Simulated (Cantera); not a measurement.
A perfectly stirred reactor is fed with NO : N2 = 1 : 0.24 (molar parts), at 0.0484 atm; it is held at 1700 K, and followed from long to short residence time.

Cantera simulation using GRI-Mech 3.0 (53 species, 325 reactions); the numbers are that mechanism's predictions, not measurements. Radical loss at walls, strong at low pressure, is not modelled.

Q: What does this change do: pressure from 0.0484 atm to 0.987 atm?

A: 
```tsv
quantity	before	after
x(NO) at τ = 1.20 s	0.799	0.697
x(N2) at τ = 1.20 s	0.197	0.248
x(O) at τ = 1.20 s	2.58e-5	1.12e-5
x(NO2) at τ = 1.20 s	9.94e-5	0.00115
x(O2) at τ = 1.20 s	0.00346	0.0536
x(NO) at τ = 7.90 ms	0.806	0.805
x(N2) at τ = 7.90 ms	0.194	0.194
x(O) at τ = 7.90 ms	8.61e-6	3.13e-6
x(NO2) at τ = 7.90 ms	1.32e-5	0.000313
x(O2) at τ = 7.90 ms	2.07e-6	0.000223
```

Q: What does this change do: pressure from 0.0484 atm to 0.326 atm?

A: 
```tsv
quantity	before	after
x(NO) at τ = 1.20 s	0.799	0.763
x(N2) at τ = 1.20 s	0.197	0.215
x(O) at τ = 1.20 s	2.58e-5	1.39e-5
x(NO2) at τ = 1.20 s	9.94e-5	0.000478
x(O2) at τ = 1.20 s	0.00346	0.0212
x(NO) at τ = 7.90 ms	0.806	0.806
x(N2) at τ = 7.90 ms	0.194	0.194
x(O) at τ = 7.90 ms	8.61e-6	4.56e-6
x(NO2) at τ = 7.90 ms	1.32e-5	0.000120
x(O2) at τ = 7.90 ms	2.07e-6	4.47e-5
```
